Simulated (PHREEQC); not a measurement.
A column of 0.1 m (40 cells, dispersivity 0.008 m, 3600 s a shift, diffusion coefficient 3e-10 m²/s) holds 0.022 eq of the database's cation exchanger X per kg of pore water, first in equilibrium with 0.049 mol SrCl2, 0.01 mol MgCl2 and 1e-05 mol HCl per kg of water. It is flushed with 0.018 mol ZnCl2, 0.0005 mol KCl and 1e-05 mol HCl per kg of water, at 15 °C. Values are for the last cell. The system is closed to CO2. Nothing may precipitate in this run.

Computed with PHREEQC (ion-association model, phreeqc.dat).

Question: Predict Zn in solution (mol/kgw), K in solution (mol/kgw) at pore volumes = 0.8875, 1.637, 2.263, 3.013.

Answer: 
| pore volumes | Zn in solution (mol/kgw) | K in solution (mol/kgw) |
|---|---|---|
| 0.8875 | 0.00371 | 0.000123 |
| 1.637 | 0.0104 | 0.000367 |
| 2.263 | 0.0145 | 0.000457 |
| 3.013 | 0.0169 | 0.000491 |

Complexes and solids missing from the database can't appear.
